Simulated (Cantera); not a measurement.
Input: 1 mol B₂O₃, 0.056 mol H₂O, 0.25 mol H₂, at 1.00 bar.

Method: chemical equilibrium by Gibbs-energy minimisation in Cantera with the NASA 1993 tables (ideal gas, pure condensed phases). Candidate condensed phases: B, B₂O₃, B₃O₃H₃, H₂O; 23 gas species. Rates play no part.

At 2023 K, list the 6 most abundant gas species with their mole fractions, and the condensed phases.

H₂ 0.680, HBO₂ 0.184, H₂O 0.0692, B₂O₃ 0.0530, HBO 0.0109, H 0.00157. Condensed: B₂O₃(l).
